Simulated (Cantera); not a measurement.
Cantera run:

```python
import numpy as np
import cantera as ct

gas_names = [...]  # 45 gases of nasa_gas.yaml made of Al, Cl, H, N, O
cond_names = """
    AL(cr) AL(L) ALCL3(s) ALCL3(L) ALN(s) AL2O3(a) AL2O3(L) H2O(s) H2O(L) NH4CL(a) NH4CL(b)
""".split()


# ... load() reads the species with a 1 bar reference pressure and builds the phases ...
atoms = {
    'AlCl3': {'AL': 1, 'CL': 3},
    'N2O': {'N': 2, 'O': 1},
    'N2': {'N': 2},
    'H2O': {'H': 2, 'O': 1},
}
top_T = {'ALN(s)': 2750}  # K; cautious upper limits of use, not melting points


# ... equilibrate(T, P, feed) seeds the gas with the atoms and calls Mixture.equilibrate('TP', solver="vcs", rtol=1e-11, max_steps=5000) ...
results = []
feed = {'AlCl3': 1, 'N2O': 4.3, 'N2': 280, 'H2O': 0.4}  # mol
T = 950  # K
P = 6200  # Pa
mix = equilibrate(T, P, feed)
results.append((T, P, feed, dict(zip(mix.species_names, mix.species_moles))))
print(gas.report(threshold=1e-06))
for i in range(1, mix.n_phases):
    print(f"{mix.phase(i).name:16s} {mix.phase_moles(i):12.5e} mol")
```

Output:

```
       temperature   950 K
          pressure   6200 Pa
           density   0.022153 kg/m^3
  mean mol. weight   28.223 kg/kmol
   phase of matter   gas

                          1 kg             1 kmol
                     ---------------   ---------------
          enthalpy        6.9462e+05        1.9604e+07  J
   internal energy        4.1476e+05        1.1706e+07  J
           entropy            8875.6         2.505e+05  J/K
    Gibbs function       -7.7372e+06       -2.1837e+08  J
 heat capacity c_p            1149.9             32455  J/K
 heat capacity c_v            855.34             24140  J/K

                      mass frac. Y      mole frac. X     chem. pot. / RT
                     ---------------   ---------------   ---------------
                CL        5.5146e-05        4.3904e-05           -18.602
               CL2         0.0095914         0.0038181           -37.203
               HCL         0.0035442         0.0027437           -44.515
               H2O        1.1481e-05        1.7987e-05           -69.028
                NO        3.3936e-06        3.1919e-06           -30.963
                N2            0.9805           0.98782           -27.524
                O2         0.0062908         0.0055487           -34.402
     [  +38 minor]        1.3778e-07        7.6652e-08

AL(L)             0.00000e+00 mol
ALCL3(L)          0.00000e+00 mol
ALN(s)            0.00000e+00 mol
AL2O3(a)          5.00000e-01 mol
```

These are equilibrium values from Cantera (NASA tables, ideal gas, pure condensed phases), not measurements of a reactor. Condensed phases not in the tables: AlOCl.
